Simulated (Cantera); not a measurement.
Source: NASA polynomial tables (part measured, part estimated), evaluated in Cantera. Values are per mole of reaction as written; species without (g) are pure solids or liquids, kept so even where they would boil at 1 bar.

**Question.** Between 1175 and 1375 K, where is each reaction favourable under standard conditions?
- H(g) + Nb2O5 ⇌ OH(g) + 2 NbO2

**Answer.** 
- H(g) + Nb2O5 ⇌ OH(g) + 2 NbO2: ΔG° is 88 kJ at 1175 K and 79 kJ at 1375 K; it stays positive (K < 1). ΔH° is 137 kJ and ΔS° 42 J/K at 1375 K.
